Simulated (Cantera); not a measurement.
# Adiabatic ignition

An adiabatic, constant-pressure homogeneous reactor starts with CO : H2 : CH4 : O2 : N2 = 2.2 : 0.037 : 0.043 : 0.851 : 8.51 (molar parts), at 1773 K and 1.00 bar.

Computed with Cantera and GRI-Mech 3.0 (53 species, 325 reactions).

| t (s) | T (K) | x CO | x H2 | x CH4 | x OH | x CH2O | x HCO | x H |
|---|---|---|---|---|---|---|---|---|
| 4.00e-6 | 1773 | 0.189 | 0.00318 | 0.00369 | 5.70e-7 | 1.24e-8 | 6.19e-11 | 5.54e-7 |
| 1.37e-5 | 1773 | 0.189 | 0.00317 | 0.00368 | 5.33e-6 | 5.21e-7 | 5.08e-10 | 4.88e-6 |
| 4.68e-5 | 1805 | 0.186 | 0.00344 | 0.00107 | 0.00131 | 0.000202 | 1.41e-5 | 0.00171 |
| 0.000160 | 2009 | 0.132 | 0.000968 | <1e-12 | 0.00279 | 9.99e-11 | 1.92e-7 | 0.0122 |
| 0.000548 | 2274 | 0.117 | 0.00120 | <1e-12 | 0.00374 | 4.95e-11 | 8.50e-8 | 0.00622 |
| 0.00187 | 2520 | 0.0972 | 0.00106 | <1e-12 | 0.00338 | 3.61e-11 | 2.61e-8 | 0.00237 |
| 0.00641 | 2618 | 0.0873 | 0.000948 | <1e-12 | 0.00268 | 3.30e-11 | 1.37e-8 | 0.00132 |
| 0.0219 | 2617 | 0.0872 | 0.000953 | <1e-12 | 0.00260 | 3.33e-11 | 1.34e-8 | 0.00128 |
| 0.0750 | 2617 | 0.0872 | 0.000953 | <1e-12 | 0.00260 | 3.33e-11 | 1.34e-8 | 0.00128 |
| 0.256 | 2617 | 0.0872 | 0.000953 | <1e-12 | 0.00260 | 3.33e-11 | 1.34e-8 | 0.00128 |
| 0.877 | 2617 | 0.0872 | 0.000953 | <1e-12 | 0.00260 | 3.33e-11 | 1.34e-8 | 0.00128 |
| 3.00 | 2617 | 0.0872 | 0.000953 | <1e-12 | 0.00260 | 3.33e-11 | 1.34e-8 | 0.00128 |
x: mole fraction; the columns are a selection and need not sum to one.

| Quantity | Result |
|---|---|
| time of steepest temperature rise | 47.2 µs |
| temperature at 3.00 s | 2617 K |
| equilibrium temperature | 2617 K |
| x(CO) at 3.00 s | 0.0872 (gas-phase equilibrium 0.0872) |
| x(H2) at 3.00 s | 0.000953 (gas-phase equilibrium 0.000953) |
| x(CH4) at 3.00 s | <1e-12 (gas-phase equilibrium <1e-12) |
